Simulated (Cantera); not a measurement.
A freely propagating, adiabatic, planar premixed flame of 18.1 % H₂, 14.4 % O₂, 67.5 % N₂, equivalence ratio 0.63, unburnt at 525 K and 3750 Torr; mixture-averaged transport, grid criteria slope 0.08 and curve 0.16, no radiation.

Model: the H2/O2 subset of GRI-Mech 3.0, which has no nitrogen chemistry, integrated in Cantera. The hydrogen kinetics of GRI-Mech 3.0 are dated; newer H2 mechanisms differ, most at raised pressure. Burning velocities carry a grid error of a few per cent, more on coarse grids. Lean hydrogen flames are cellular in practice and burn faster than this planar one.

Problem. Predict: laminar burning velocity; thermal thickness; peak x(H₂O₂); peak x(H); peak x(O); peak x(HO₂).

Solution. 
```json
{
  "laminar_burning_velocity": "98.6 cm/s",
  "thermal_thickness": "0.0842 mm",
  "peak x(H₂O₂)": "0.000157",
  "peak x(H)": "0.00229",
  "peak x(O)": "0.00216",
  "peak x(HO₂)": "0.000566"
}
```
